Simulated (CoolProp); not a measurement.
Vapour-liquid equilibrium of ethanol (1) + ethylbenzene (2) at 464.8 K; x and y are mole fractions of (1).

The numbers come from the multi-fluid Helmholtz-energy mixture model, Schroeder 2014 and Zhou 2012; pair parameters Bell 2016 in CoolProp.

```
x     bubble pressure (MPa)  y at the bubble point  dew pressure at overall composition x (MPa)  liquid density (mol/L)
----  ---------------------  ---------------------  -------------------------------------------  ----------------------
0.05                 0.6253                  0.403                                       0.3870                   6.739
0.2                   1.184                  0.687                                       0.4633                   7.171
0.35                  1.524                  0.766                                       0.5736                   7.685
0.5                   1.766                  0.813                                       0.7486                   8.321
0.65                  1.983                  0.856                                        1.066                   9.143
0.8                   2.207                  0.907                                        1.699                   10.25
0.95                  2.445                  0.973                                        2.369                   11.81
```

No azeotrope shows between x = 0.05 and 0.95.

Pair parameters are fitted to limited data, so mixtures are less certain than the pure fluids.
